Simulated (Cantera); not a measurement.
Standard-state values (1 bar) from the NASA 1993 polynomials, evaluated with Cantera. Values are per mole of reaction as written; species without (g) are pure solids or liquids, kept so even where they would boil at 1 bar.

2 TaO2(g) + OH(g) = H(g) + Ta2O5

```json
[
 {"T (K)": "2125", "ΔH° (kJ)": "(withheld)", "ΔS° (J/K)": "(withheld)", "ΔG° (kJ)": "(withheld)", "log10 K": "(withheld)"},
 {"T (K)": "2225", "ΔH° (kJ)": "(withheld)", "ΔS° (J/K)": "(withheld)", "ΔG° (kJ)": "(withheld)", "log10 K": "(withheld)"},
 {"T (K)": "2325", "ΔH° (kJ)": "-1209.6", "ΔS° (J/K)": "-307.4", "ΔG° (kJ)": "-495.0", "log10 K": "11.12"},
 {"T (K)": "2425", "ΔH° (kJ)": "(withheld)", "ΔS° (J/K)": "(withheld)", "ΔG° (kJ)": "(withheld)", "log10 K": "(withheld)"},
 {"T (K)": "2525", "ΔH° (kJ)": "(withheld)", "ΔS° (J/K)": "(withheld)", "ΔG° (kJ)": "(withheld)", "log10 K": "(withheld)"}
]
```

Fill in the missing entries.


- 2125, ΔH° (kJ): -1232.0
- 2125, ΔS° (J/K): -317.4
- 2125, ΔG° (kJ): -557.5
- 2125, log10 K: 13.70
- 2225, ΔH° (kJ): -1220.8
- 2225, ΔS° (J/K): -312.3
- 2225, ΔG° (kJ): -526.0
- 2225, log10 K: 12.35
- 2425, ΔH° (kJ): -1198.5
- 2425, ΔS° (J/K): -302.7
- 2425, ΔG° (kJ): -464.5
- 2425, log10 K: 10.01
- 2525, ΔH° (kJ): -1187.4
- 2525, ΔS° (J/K): -298.2
- 2525, ΔG° (kJ): -434.5
- 2525, log10 K: 8.99
